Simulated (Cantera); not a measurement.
**N2O furnace oxynitridation**

An isothermal, constant-pressure homogeneous reactor starts with 93.2 % N2O, 6.80 % H2O, at 1600 K and 760 Torr.

Computed with Cantera and GRI-Mech 3.0 (53 species, 325 reactions). GRI-Mech 3.0 was tuned for natural gas; its chemistry of N2O as a main component is partial and can be far from experiment. The temperature is held fixed by assumption; the heat of reaction is taken as removed at once.

| t (s) | x N2O | x H2O | x O2 | x NO | x H |
|---|---|---|---|---|---|
| 0.000100 | 0.902 | 0.0670 | 0.00722 | 0.00492 | 1.21e-6 |
| 0.000280 | 0.851 | 0.0658 | 0.0202 | 0.0132 | 1.22e-6 |
| 0.000786 | 0.729 | 0.0630 | 0.0518 | 0.0329 | 1.22e-6 |
| 0.00220 | 0.493 | 0.0576 | 0.114 | 0.0696 | 1.28e-6 |
| 0.00618 | 0.201 | 0.0508 | 0.193 | 0.110 | 1.23e-6 |
| 0.0173 | 0.0320 | 0.0470 | 0.243 | 0.127 | 4.65e-7 |
| 0.0486 | 0.000790 | 0.0464 | 0.254 | 0.127 | 5.35e-8 |
| 0.136 | 4.72e-6 | 0.0464 | 0.254 | 0.127 | 4.26e-8 |
| 0.382 | 4.65e-6 | 0.0464 | 0.254 | 0.127 | 4.26e-8 |
| 1.07 | 4.59e-6 | 0.0464 | 0.254 | 0.126 | 4.26e-8 |
| 3.00 | 4.43e-6 | 0.0464 | 0.256 | 0.123 | 4.25e-8 |
x: mole fraction; the columns are a selection and need not sum to one.

Equilibrium at this temperature and pressure: N2O 1.16e-7, H2O 0.0463, O2 0.317, NO 0.00214, H 4.02e-8 (gas phase only).
